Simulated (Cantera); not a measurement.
**Tantalum, niobium, vanadium and zirconium in process gases: V + N₂O + N₂ + H₂O**

A closed system holds: 1 mol V, 2.7 mol N₂O, 1.7 mol N₂, 0.032 mol H₂O, at 2325 K and 0.740 bar.

Cantera equilibrium calculation (NASA polynomials, part measured and part estimated; ideal gas, pure solids and liquids). Candidate condensed phases: H₂O, V, VN, VO, V₂O₃, V₂O₄, V₂O₅; 28 gas species. Condensed phases not in the tables: the oxides between V₂O₃ and V₂O₅ other than VO₂. Rates play no part.

```yaml
x(N₂): 0.902
x(O₂): 0.0660
x(VO₂): 0.0135
x(NO): 0.00990
x(H₂O): 0.00571
x(O): 0.00171
x(OH): 0.00155
x(H): 0.000100
x(H₂): 6.17e-5
n(V₂O₄(l)): 0.467 mol
gas_amount: 4.854 mol
log10 activity of V₂O₅(l) (absent): -1.43
log10 activity of V(l) (absent): -6.93
```
